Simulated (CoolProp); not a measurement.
Vapour-liquid equilibrium of CF4 (R14) (1) + CHF3 (R23) (2) at 171.6 K; x and y are mole fractions of (1).

Model: multi-fluid Helmholtz-energy mixture model, Platzer 1990 and Penoncello 2003; pair parameters Bell 2016, in CoolProp. This equation is an older, rougher fit; its heat capacities, sound speeds and derivatives of the liquid may be far off and weren't checked against measurements.

```
x      bubble pressure, mixture model (MPa)  bubble pressure, Raoult's law (MPa)  y, mixture model  y, Raoult's law
-----  ------------------------------------  -----------------------------------  ----------------  ---------------
0.05                                 0.1182                              0.05059             0.766            0.471
0.125                                0.2190                              0.08422             0.877            0.707
0.2                                  0.2867                               0.1179             0.909            0.809
0.275                                0.3301                               0.1515             0.923            0.865
0.35                                 0.3568                               0.1851             0.930            0.901
0.425                                0.3730                               0.2187             0.935            0.926
0.5                                  0.3835                               0.2524             0.938            0.944
0.575                                0.3915                               0.2860             0.940            0.958
0.65                                 0.3997                               0.3196             0.943            0.969
0.725                                0.4097                               0.3533             0.948            0.978
0.8                                  0.4228                               0.3869             0.955            0.985
0.875                                0.4397                               0.4205             0.966            0.992
0.95                                 0.4606                               0.4542             0.983            0.997
```

The largest gap from Raoult's law is +160.0 % in bubble pressure, at x = 0.125. No azeotrope shows between x = 0.05 and 0.95.

The pair parameters rest on a limited set of measurements; away from them the model extrapolates. With so large a gap from Raoult's law the liquid may split in two, which this calculation doesn't test in full.
